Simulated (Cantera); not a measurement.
Feed: 1 mol BCl3, 17 mol NH3, 9.4 mol H2, equilibrated at 1050 K and 23.0 Pa.

Method: chemical equilibrium by Gibbs-energy minimisation in Cantera with the NASA 1993 tables (ideal gas, pure condensed phases). Candidate condensed phases: B, BN, NH4Cl; 21 gas species. The numbers say what is thermodynamically allowed, not how fast it happens.

Base state: H2 0.752, N2 0.180, HCl 0.0676 (mole fractions); condensed: BN(s).

**Question.** What changes in the equilibrium state with this change: temperature from 1050 K to 1548 K?

**Answer.** 
| species | before | after |
|---|---|---|
| H2 | 0.752 | 0.751 |
| N2 | 0.180 | 0.180 |
| HCl | 0.0676 | 0.0673 |
| H | 4.64e-7 | 0.00176 |
| BCl | <1e-9 | 4.51e-5 |
| Cl | 3.80e-8 | 0.000126 |
| BN(s), mol | 1.00 | 0.998 |
The tables' values for BCl are old estimates; treat these amounts as uncertain.
